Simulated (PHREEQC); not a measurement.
A solution holds 67 mmol/kgw KHCO3, 4.2 mmol/kgw NH3 and 90 mmol/kgw NaCl, at 25 °C. Closed to the air; pH follows from the charge balance.

All values are PHREEQC results (ion-association model, wateq4f.dat), not measurements.

```yaml
pH: 8.58
ionic_strength: 0.160 mol/kgw
total_alkalinity: 71.2 meq/kg
```

```tsv
species	molality	activity	log γ
Cl-	0.0900	0.0656	-0.137
Na+	0.0870	0.0657	-0.122
K+	0.0670	0.0488	-0.137
HCO3-	0.0612	0.0465	-0.119
NH4+	0.00360	0.00273	-0.121
CO3-2	0.00251	0.000837	-0.477
NaHCO3	0.00166	0.00172	0.016
NaCO3-	0.00135	0.00103	-0.119
NH3	0.000596	0.000596	0.000
CO2	0.000264	0.000274	0.016
OH-	5.27e-6	3.82e-6	-0.140
H+	3.23e-9	2.60e-9	-0.093
```

This is a speciation only: nothing precipitates in the calculation. Species that the database lacks are ignored.
